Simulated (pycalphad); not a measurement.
Source of the numbers: pycalphad with the COST 507 light-alloy database (1999); pressure 1 atm. The data set is of 1999 and partly superseded. Phase fractions are per mole of atoms. Diffusion is slow at the low end, where real alloys seldom reach equilibrium.

Give the equilibrium state of Si-22.2Ti (at.%) at 427 °C.

SI2TI, fraction 0.666, with 33.3 Ti at.%; diamond (Si), fraction 0.334, with <0.01 Ti at.%.

Database names, with the compositions (at.%) that they take in these runs: SI2TI: Si 67 Ti 33.
